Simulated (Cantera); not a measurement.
An isothermal, constant-pressure homogeneous reactor starts with 13.9 % C3H8, 85.9 % H2, 0.208 % N2, at 1100 K and 10.00 Torr.

Detailed kinetics in Cantera: GRI-Mech 3.0 (53 species, 325 reactions). GRI-Mech 3.0 was tuned for natural gas; its chemistry of propane as a main component is partial and can be far from experiment. GRI-Mech 3.0 stops at C3 and has no aromatics, soot or wall deposition, so with more carbon than oxygen in the feed, carbon stays in small species such as C2H2 where larger ones or solid carbon would form. Radical loss at walls, strong at low pressure, is not modelled.

**Question.** Predict: x(C3H8) at 100 s; x(H2) at 100 s; x(C2H6) at 100 s; x(C2H2) at 100 s; x(CH3) at 100 s.

**Answer.** 
```json
{
 "x(C3H8) at 100 s": "5.08e-7 (gas-phase equilibrium 4.00e-8)",
 "x(H2) at 100 s": "0.763 (gas-phase equilibrium 0.644)",
 "x(C2H6) at 100 s": "0.000425 (gas-phase equilibrium 6.19e-5)",
 "x(C2H2) at 100 s": "0.0387 (gas-phase equilibrium 0.0227)",
 "x(CH3) at 100 s": "3.20e-6 (gas-phase equilibrium 1.64e-6)"
}
```
